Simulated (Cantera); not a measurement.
Charge: 1 mol Al2O3, 0.5 mol Li2O, 2.8 mol O2, at 1900 °C and 5.30 bar.

Equilibrium computed with Cantera from the NASA thermochemical tables; the gas is ideal and each condensed phase is pure. Candidate condensed phases: Al, Al2O3, Li, LiAlO2, Li2O; 14 gas species. Mutual solubility and eutectic melting of coexisting phases are not modelled. Condensed phases not in the tables: alloys, solid solutions and most ternary compounds. Rates play no part.

Base state: O2 0.999, O 0.000987, LiO 1.39e-5 (mole fractions); condensed: Al2O3(s) + LiAlO2(l).

Problem. What changes in the equilibrium state with this change: temperature from 1900 °C to 2025 °C?

Solution. 
```json
[
 {"species": "O2", "before": "0.999", "after": "0.998"},
 {"species": "O", "before": "0.000987", "after": "0.00213"},
 {"species": "LiO", "before": "1.39e-5", "after": "3.63e-5"},
 {"species": "Li", "before": "4.38e-6", "after": "1.45e-5"},
 {"species": "Al2O3(s), mol", "before": "0.500", "after": "0.500"},
 {"species": "LiAlO2(l), mol", "before": "1.000", "after": "1.000"}
]
```
